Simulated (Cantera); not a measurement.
Feed: 1 mol C₆H₆, 2.5 mol H₂O, 0.2 mol N₂, at 1723.15 K and 23.0 Pa.

Equilibrium computed with Cantera from the NASA thermochemical tables; the gas is ideal and each condensed phase is pure. Candidate condensed phases: C, C₆H₆, C₇H₈, C₈H₁₈, H₂O; 136 gas species. The numbers say what is thermodynamically allowed, not how fast it happens.

Base state: H₂ 0.662, CO 0.303, N₂ 0.0240, H 0.00980, HCN 0.000523, C₂H₂ (acetylene) 6.00e-5, HNC 1.66e-5 (mole fractions); condensed: C(graphite).

**Question.** What changes in the equilibrium state with this change: H₂O from 2.5 to 0.2 mol?

**Answer.** 
```tsv
species	before	after
H₂	0.662	0.878
CO	0.303	0.0552
N₂	0.0240	0.0548
H	0.00980	0.0113
HNC	1.66e-5	2.88e-5
HCN	0.000523	0.000910
C(graphite), mol	3.49	5.80
```

**Question.** What changes in the equilibrium state with this change: C₆H₆ replaced by CH₄?

**Answer.** 
```tsv
species	before	after
H₂	0.662	0.539
H₂O	1.96e-8	0.242
CO	0.303	0.155
CO₂	2.56e-9	0.0198
N₂	0.0240	0.0349
HCN	0.000523	<1e-9
OH	<1e-9	0.000218
C(graphite), mol	3.49	0
```
